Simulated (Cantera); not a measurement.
**Silicon oxide and oxynitride deposition: SiH4 + O2 + CO2**

Input: 1 mol SiH4, 1.2 mol O2, a varied amount of CO2, at 1402 °C and 220 Pa.

Equilibrium computed with Cantera from the NASA thermochemical tables; the gas is ideal and each condensed phase is pure. Candidate condensed phases: C, C6H6, C7H8, C8H18, H2O, Si, SiC, SiO2; 123 gas species. The tables hold silica as quartz up to 1696 K and as liquid above; real silica turns to tridymite and cristobalite and melts near 1996 K. Equilibrium is a limit: real reactors are often held back by kinetics, nucleation or transport.

From 0.11 mol CO2 to 1.2 mol CO2 the condensed part is SiO2(β-quartz). The main Si-bearing gas is SiO throughout.

```json
[
 {"n(CO2) (mol)": "0.11", "x H2": "0.709", "x H2O": "0.237", "x CO": "0.0473", "x CO2": "0.00477", "n SiO2(β-quartz)": "1.000"},
 {"n(CO2) (mol)": "0.15", "x H2": "0.679", "x H2O": "0.249", "x CO": "0.0628", "x CO2": "0.00693", "n SiO2(β-quartz)": "1.000"},
 {"n(CO2) (mol)": "0.19", "x H2": "0.651", "x H2O": "0.260", "x CO": "0.0773", "x CO2": "0.00931", "n SiO2(β-quartz)": "1.000"},
 {"n(CO2) (mol)": "0.25", "x H2": "0.611", "x H2O": "0.275", "x CO": "0.0977", "x CO2": "0.0133", "n SiO2(β-quartz)": "1.000"},
 {"n(CO2) (mol)": "0.32", "x H2": "0.569", "x H2O": "0.292", "x CO": "0.119", "x CO2": "0.0185", "n SiO2(β-quartz)": "1.000"},
 {"n(CO2) (mol)": "0.42", "x H2": "0.513", "x H2O": "0.312", "x CO": "0.147", "x CO2": "0.0269", "n SiO2(β-quartz)": "1.000"},
 {"n(CO2) (mol)": "0.54", "x H2": "0.454", "x H2O": "0.331", "x CO": "0.174", "x CO2": "0.0383", "n SiO2(β-quartz)": "1.000"},
 {"n(CO2) (mol)": "0.71", "x H2": "0.384", "x H2O": "0.352", "x CO": "0.205", "x CO2": "0.0568", "n SiO2(β-quartz)": "1.000"},
 {"n(CO2) (mol)": "0.92", "x H2": "0.314", "x H2O": "0.369", "x CO": "0.232", "x CO2": "0.0824", "n SiO2(β-quartz)": "1.000"},
 {"n(CO2) (mol)": "1.2", "x H2": "0.244", "x H2O": "0.380", "x CO": "0.255", "x CO2": "0.120", "n SiO2(β-quartz)": "1.000"}
]
```
x: gas mole fraction; n: condensed amount in mol.
